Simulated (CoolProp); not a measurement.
Nitrogen along the isobar 5.06 MPa: Z from the reference equation and from simpler models built on Tc = 126.2 K, pc = 3.396 MPa, ω = 0.037; each cubic takes its own stable root.

Computed with CoolProp (reference Helmholtz-energy equation of state, Span 2000).

| T (K) | phase | reference | Redlich-Kwong | Peng-Robinson |
|---|---|---|---|---|
| 78 | liquid | 0.2680 | 0.2647 | 0.2365 |
| 82.5 | liquid | 0.2596 | 0.2571 | 0.2293 |
| 86.9 | liquid | 0.2527 | 0.2512 | 0.2237 |
| 91.4 | liquid | 0.2468 | 0.2467 | 0.2193 |
| 95.8 | liquid | 0.2423 | 0.2437 | 0.2164 |
| 100.3 | liquid | 0.2390 | 0.2421 | 0.2148 |
| 104.7 | liquid | 0.2369 | 0.2423 | 0.2148 |
| 109.2 | liquid | 0.2363 | 0.2443 | 0.2167 |
| 113.6 | liquid | 0.2375 | 0.2488 | 0.2209 |
| 118.1 | liquid | 0.2412 | 0.2567 | 0.2285 |
| 122.6 | liquid | 0.2489 | 0.2699 | 0.2415 |
| 127 | supercritical | 0.2637 | 0.2920 | 0.2638 |
| 131.5 | supercritical | 0.2984 | 0.3346 | 0.3087 |
| 135.9 | supercritical | 0.3932 | 0.4183 | 0.3973 |
| 140.4 | supercritical | 0.5137 | 0.5204 | 0.4984 |
